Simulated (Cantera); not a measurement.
A perfectly stirred reactor is fed with CH3OH : O2 : N2 = 1 : 3.06 : 11.5 (molar parts), at 13.0 bar; it is adiabatic with a 550 K inlet, and is followed from long to short residence time, starting on the burning branch (τ in s: 0.081, 0.035, 0.015, 0.0063, 0.0027, 0.0011, 0.00048, 0.00021, 8.8e-05, 3.7e-05, 1.6e-05).

Detailed kinetics in Cantera: GRI-Mech 3.0 (53 species, 325 reactions). GRI-Mech 3.0 was tuned for natural gas; its chemistry of methanol as a main component is partial and can be far from experiment. The pressure lies above the range GRI-Mech 3.0 was tuned for (to about 10 atm).

### Question
What does this change do: inlet temperature 550 to 673 K?

### Answer
| quantity | before | after |
|---|---|---|
| blow-out, bracketed by the residence times tried | burning at 0.480 ms, out at 0.210 ms | burning at 0.210 ms, out at 88.0 µs |
| x(CH3OH) at τ = 81.0 ms | 1.92e-6 | 1.05e-6 |
| x(O2) at τ = 81.0 ms | 0.0971 | 0.0970 |
| x(CH3) at τ = 81.0 ms | 1.12e-8 | 1.38e-8 |
| x(H2) at τ = 81.0 ms | 7.01e-6 | 1.05e-5 |
| x(H2O2) at τ = 81.0 ms | 1.36e-7 | 1.59e-7 |
| x(CH3OH) at τ = 1.10 ms | 7.46e-5 | 3.67e-5 |
| x(O2) at τ = 1.10 ms | 0.0987 | 0.0978 |
| x(CH3) at τ = 1.10 ms | 1.77e-7 | 2.11e-7 |
| x(H2) at τ = 1.10 ms | 0.000144 | 0.000113 |
| x(H2O2) at τ = 1.10 ms | 1.20e-6 | 7.56e-7 |

### Question
What does this change do: inlet temperature 550 to 775 K?

### Answer
```json
[
 {"quantity": "blow-out, bracketed by the residence times tried", "before": "burning at 0.480 ms, out at 0.210 ms", "after": "burning at 88.0 µs, out at 37.0 µs"},
 {"quantity": "x(CH3OH) at τ = 81.0 ms", "before": "1.92e-6", "after": "6.25e-7"},
 {"quantity": "x(O2) at τ = 81.0 ms", "before": "0.0971", "after": "0.0969"},
 {"quantity": "x(CH3) at τ = 81.0 ms", "before": "1.12e-8", "after": "1.43e-8"},
 {"quantity": "x(H2) at τ = 81.0 ms", "before": "7.01e-6", "after": "1.75e-5"},
 {"quantity": "x(H2O2) at τ = 81.0 ms", "before": "1.36e-7", "after": "1.98e-7"},
 {"quantity": "x(CH3OH) at τ = 1.10 ms", "before": "7.46e-5", "after": "2.44e-5"},
 {"quantity": "x(O2) at τ = 1.10 ms", "before": "0.0987", "after": "0.0975"},
 {"quantity": "x(CH3) at τ = 1.10 ms", "before": "1.77e-7", "after": "2.74e-7"},
 {"quantity": "x(H2) at τ = 1.10 ms", "before": "0.000144", "after": "0.000115"},
 {"quantity": "x(H2O2) at τ = 1.10 ms", "before": "1.20e-6", "after": "6.22e-7"}
]
```
